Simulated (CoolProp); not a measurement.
Properties of R1336mzz(E) at several states (Tc = 130.4 °C, pc = 2.779 MPa, ω = 0.413).

The numbers come from the reference Helmholtz-energy equation of state, Akasaka 2023 in CoolProp.

```json
[
 {"T (°C)": "66.65", "p (MPa)": "1.44", "phase": "liquid", "cp (kJ/(kg K))": "1.319", "cv (kJ/(kg K))": "0.9032", "fugacity coefficient": "0.4119"},
 {"T (°C)": "-13.95", "p (MPa)": "0.245", "phase": "liquid", "cp (kJ/(kg K))": "1.202", "cv (kJ/(kg K))": "0.8624", "fugacity coefficient": "0.1536"},
 {"T (°C)": "132.75", "p (MPa)": "0.371", "phase": "gas", "cp (kJ/(kg K))": "0.9276", "cv (kJ/(kg K))": "0.8622", "fugacity coefficient": "0.9534"}
]
```
